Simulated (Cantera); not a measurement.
## Reactions in the system H-N-S

Standard-state values (1 bar) from the NASA 1993 polynomials, evaluated with Cantera. Values are per mole of reaction as written; species without (g) are pure solids or liquids, kept so even where they would boil at 1 bar.

2 NH₃(g) + 3 S = 3 H₂S(g) + N₂(g)

```json
[
 {"T (K)": "375", "ΔH° (kJ)": "28.3", "ΔS° (J/K)": "321.4", "ΔG° (kJ)": "-92.2", "log10 K": "12.84", "condensed phases": "S(s)"},
 {"T (K)": "425", "ΔH° (kJ)": "21.2", "ΔS° (J/K)": "303.4", "ΔG° (kJ)": "-107.7", "log10 K": "13.24", "condensed phases": "S(l)"},
 {"T (K)": "475", "ΔH° (kJ)": "18.2", "ΔS° (J/K)": "296.6", "ΔG° (kJ)": "-122.7", "log10 K": "13.49", "condensed phases": "S(l)"},
 {"T (K)": "525", "ΔH° (kJ)": "14.9", "ΔS° (J/K)": "290.1", "ΔG° (kJ)": "-137.4", "log10 K": "13.67", "condensed phases": "S(l)"},
 {"T (K)": "575", "ΔH° (kJ)": "12.0", "ΔS° (J/K)": "284.7", "ΔG° (kJ)": "-151.7", "log10 K": "13.78", "condensed phases": "S(l)"},
 {"T (K)": "625", "ΔH° (kJ)": "9.4", "ΔS° (J/K)": "280.4", "ΔG° (kJ)": "-165.8", "log10 K": "13.86", "condensed phases": "S(l)"},
 {"T (K)": "675", "ΔH° (kJ)": "7.3", "ΔS° (J/K)": "277.2", "ΔG° (kJ)": "-179.8", "log10 K": "13.91", "condensed phases": "S(l)"},
 {"T (K)": "725", "ΔH° (kJ)": "5.5", "ΔS° (J/K)": "274.6", "ΔG° (kJ)": "-193.6", "log10 K": "13.95", "condensed phases": "S(l)"},
 {"T (K)": "775", "ΔH° (kJ)": "3.8", "ΔS° (J/K)": "272.3", "ΔG° (kJ)": "-207.2", "log10 K": "13.97", "condensed phases": "S(l)"}
]
```
